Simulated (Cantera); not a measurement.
Charge: 1 mol SiH4, 4.6 mol NH3, 25 mol N2, at 90.0 Torr.

These are equilibrium values from Cantera (NASA tables, ideal gas, pure condensed phases), not measurements of a reactor. Candidate condensed phases: Si, Si3N4; 18 gas species. Gases not in the tables: Si2H6 and higher silanes. Kinetics and transport are ignored.

Which condensed phases are stable at each of these points (T (K)): 1473, 1573, 1673, 1773, 1873, 1973, 2073?


| T (K) | condensed phases | Si condensed (%) |
|---|---|---|
| 1473 | Si3N4(s) | 100.0 |
| 1573 | Si3N4(s) | 100.0 |
| 1673 | Si3N4(s) | 100.0 |
| 1773 | Si3N4(s) | 100.0 |
| 1873 | Si3N4(s) | 99.8 |
| 1973 | Si(l) | 98.5 |
| 2073 | Si(l) | 95.8 |

From 1473 K to 1873 K the condensed part is Si3N4(s). From 1973 K to 2073 K the condensed part is Si(l).
